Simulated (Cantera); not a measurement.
Input: 1 mol SiCl4, 2.7 mol Cl2, 3.2 mol H2, at 1150 K and 0.160 bar.

These are equilibrium values from Cantera (NASA tables, ideal gas, pure condensed phases), not measurements of a reactor. Candidate condensed phases: Si; 19 gas species. The tables' values for SiCl3 are old estimates; treat these amounts as uncertain. Rates play no part.

**Question.** What is the equilibrium state?

**Answer.** 
```
Quantity                             Result
--------------------------------  ---------
x(HCl)                                0.783
x(SiCl4)                              0.144
x(H2)                                0.0721
x(SiHCl3)                          0.000270
x(SiCl3)                           0.000233
x(SiCl2)                            4.11e-6
gas amount                        6.901 mol
log10 activity of Si(s) (absent)      -6.66
```
